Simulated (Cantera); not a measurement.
Source: NASA polynomial tables (part measured, part estimated), evaluated in Cantera. Values are per mole of reaction as written; species without (g) are pure solids or liquids, kept so even where they would boil at 1 bar.

Problem. Between 1423 and 2423 K, where is each reaction favourable under standard conditions?
- 2 BF3(g) + 6 NO(g) → 3 F2(g) + B2O3(g) + 3 N2O(g)
- 3 NO(g) + 3 F(g) + 2 BF3(g) → 3 NF3(g) + B2O3(g)

Solution. 
- 2 BF3(g) + 6 NO(g) → 3 F2(g) + B2O3(g) + 3 N2O(g): ΔG° is 1436 kJ at 1423 K and 1631 kJ at 2423 K; it stays positive (K < 1). ΔH° is 1171 kJ and ΔS° -190 J/K at 2423 K.
- 3 NO(g) + 3 F(g) + 2 BF3(g) → 3 NF3(g) + B2O3(g): ΔG° is 1313 kJ at 1423 K and 1848 kJ at 2423 K; it stays positive (K < 1). ΔH° is 568 kJ and ΔS° -528 J/K at 2423 K.
